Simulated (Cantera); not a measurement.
A Cantera script and its output.

```python
import numpy as np
import cantera as ct

gas = ct.Solution("gri30.yaml")
gas.TPX = 1300, 96000, {'CH4': 1, 'O2': 1.25, 'N2': 4.7, 'H2O': 0.17, 'CO2': 0.017}
reactor = ct.IdealGasConstPressureReactor(gas, energy="on", clone=False)
net = ct.ReactorNet([reactor])
net.rtol, net.atol = 1e-08, 1e-16
show = ['CH4', 'O2', 'H2O', 'NO', 'CO2', 'NO2', 'HCN']
times = np.geomspace(6e-06, 5, 14)

steps = ct.SolutionArray(gas, extra=["t"])
rows = []
print(f"{'t/s':>10s}{'T/K':>9s}{'P/Pa':>11s}" + "".join(f"{s:>11s}" for s in show))
for t in times:
    while net.time < t:
        t_next = net.step()
        steps.append(gas.state, t=t_next)
    rows.append([np.interp(t, steps.t, y) for y in (steps.T, steps.P, *steps(*show).X.T)])
    print(f"{t:10.3e}{rows[-1][0]:9.1f}{rows[-1][1]:11.4g}" + "".join(f"{x:11.3e}" for x in rows[-1][2:]))
rate = np.gradient(steps.T, steps.t)
print("integrator steps:", len(steps.t))
if steps.T.max() > steps.T[0] + 200:
    print(f"time of steepest temperature rise: {steps.t[rate.argmax()]:.4e} s")
gas.TPX = 1300, 96000, {'CH4': 1, 'O2': 1.25, 'N2': 4.7, 'H2O': 0.17, 'CO2': 0.017}
gas.equilibrate("HP")
print(f"equilibrium (HP): T = {gas.T:.1f} K  " + "  ".join(f"{s} {gas[s].X[0]:.3e}" for s in show))
```

Result:

```
       t/s      T/K       P/Pa        CH4         O2        H2O         NO        CO2        NO2        HCN
 6.000e-06   1300.0    9.6e+04  1.401e-01  1.751e-01  2.382e-02  5.982e-20  2.382e-03  8.934e-26  6.043e-23
 1.712e-05   1300.0    9.6e+04  1.401e-01  1.751e-01  2.382e-02  2.455e-19  2.382e-03  3.006e-24  5.064e-22
 4.887e-05   1300.0    9.6e+04  1.401e-01  1.751e-01  2.382e-02  1.139e-18  2.382e-03  1.038e-22  4.351e-21
 1.395e-04   1300.0    9.6e+04  1.401e-01  1.751e-01  2.382e-02  7.366e-18  2.382e-03  4.511e-21  4.163e-20
 3.981e-04   1300.0    9.6e+04  1.401e-01  1.751e-01  2.382e-02  7.429e-17  2.382e-03  2.465e-19  5.295e-19
 1.136e-03   1300.1    9.6e+04  1.401e-01  1.751e-01  2.386e-02  8.666e-16  2.382e-03  9.689e-18  8.865e-18
 3.242e-03   1301.1    9.6e+04  1.398e-01  1.749e-01  2.404e-02  5.940e-15  2.382e-03  3.165e-16  8.155e-17
 9.253e-03   1309.4    9.6e+04  1.378e-01  1.737e-01  2.549e-02  6.842e-14  2.384e-03  2.087e-14  1.339e-15
 2.641e-02   2526.5    9.6e+04  1.040e-12  1.862e-04  1.771e-01  4.690e-04  3.061e-02  1.182e-08  1.781e-08
 7.537e-02   2525.6    9.6e+04  1.051e-12  1.841e-04  1.770e-01  6.188e-04  3.058e-02  1.551e-08  2.291e-08
 2.151e-01   2525.6    9.6e+04  1.051e-12  1.841e-04  1.770e-01  6.189e-04  3.058e-02  1.551e-08  2.291e-08
 6.139e-01   2525.6    9.6e+04  1.051e-12  1.841e-04  1.770e-01  6.189e-04  3.058e-02  1.551e-08  2.291e-08
 1.752e+00   2525.6    9.6e+04  1.051e-12  1.841e-04  1.770e-01  6.189e-04  3.058e-02  1.551e-08  2.291e-08
 5.000e+00   2525.6    9.6e+04  1.051e-12  1.841e-04  1.770e-01  6.189e-04  3.058e-02  1.551e-08  2.291e-08
integrator steps: 2283
time of steepest temperature rise: 1.6998e-02 s
equilibrium (HP): T = 2525.6 K  CH4 1.202e-12  O2 1.841e-04  H2O 1.770e-01  NO 6.189e-04  CO2 3.058e-02  NO2 1.551e-08  HCN 2.291e-08
```

Computed with Cantera and GRI-Mech 3.0 (53 species, 325 reactions).
